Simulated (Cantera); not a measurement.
Input: 1 mol Si2H6, 0.35 mol Cl2, 930 mol H2, 0.17 mol HCl, at 948.15 K and 1000 Pa.

Cantera equilibrium calculation (NASA polynomials, part measured and part estimated; ideal gas, pure solids and liquids). Candidate condensed phases: Si; 19 gas species. The feed counts by its element totals alone. Rates play no part.

Base state: H2 0.999, HCl 0.000924 (mole fractions); condensed: Si(s).

Problem. What changes in the equilibrium state with this change: Si2H6 replaced by SiCl4?

Solution. 
| species | before | after |
|---|---|---|
| H2 | 0.999 | 0.995 |
| HCl | 0.000924 | 0.00435 |
| SiHCl3 | 1.06e-6 | 0.000111 |
| SiCl4 | 2.18e-7 | 0.000108 |
| SiCl2 | 1.30e-6 | 2.89e-5 |
| SiH2Cl2 | 5.26e-7 | 1.16e-5 |
| Si(s), mol | 2.00 | 0.749 |
